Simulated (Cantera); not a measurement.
A closed system holds: 1 mol Si3N4, 0.49 mol N2O, 110 mol H2, equilibrated at 20.0 mbar.

Method: chemical equilibrium by Gibbs-energy minimisation in Cantera with the NASA 1993 tables (ideal gas, pure condensed phases). Candidate condensed phases: H2O, Si, SiO2, Si2N2O, Si3N4; 35 gas species. Mutual solubility and eutectic melting of coexisting phases are not modelled. Gases not in the tables: Si2H6 and higher silanes. Equilibrium is a limit: real reactors are often held back by kinetics, nucleation or transport.

### Question
What share of the Si ends up in condensed phases as a function of T (K), at 1400, 1475, 1550, 1625, 1700, 1775, 1850, 1925, 2000?

### Answer
```json
[
 {"T (K)": "1400", "Si condensed (%)": "100.0", "as": "Si2N2O(s) + Si3N4(s)"},
 {"T (K)": "1475", "Si condensed (%)": "99.9", "as": "Si2N2O(s) + Si3N4(s)"},
 {"T (K)": "1550", "Si condensed (%)": "99.5", "as": "Si(s) + Si2N2O(s) + Si3N4(s)"},
 {"T (K)": "1625", "Si condensed (%)": "96.7", "as": "Si(s) + Si2N2O(s)"},
 {"T (K)": "1700", "Si condensed (%)": "83.5", "as": "Si(l)"},
 {"T (K)": "1775", "Si condensed (%)": "83.1", "as": "Si(l)"},
 {"T (K)": "1850", "Si condensed (%)": "82.1", "as": "Si(l)"},
 {"T (K)": "1925", "Si condensed (%)": "79.6", "as": "Si(l)"},
 {"T (K)": "2000", "Si condensed (%)": "73.8", "as": "Si(l)"}
]
```
